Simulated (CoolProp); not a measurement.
Vapour-liquid equilibrium of n-butane (1) + R245fa (2) at 105 kPa; x and y are mole fractions of (1).

Values from CoolProp's multi-fluid Helmholtz-energy mixture model, Bücker 2006 and Akasaka 2015; pair parameters Bell 2016.

Question: Give the bubble temperature and the first vapour's composition at x = 0.2, 0.65, 0.95. Is there an azeotrope?

Answer: x = 0.2: 270.0 K, y = 0.613; x = 0.65: 267.6 K, y = 0.676; x = 0.95: 270.6 K, y = 0.856. y crosses x between x = 0.65 and 0.8: the model has an azeotrope there.

Pair parameters are fitted to limited data, so mixtures are less certain than the pure fluids. With so large a gap from Raoult's law the liquid may split in two, which this calculation doesn't test in full.
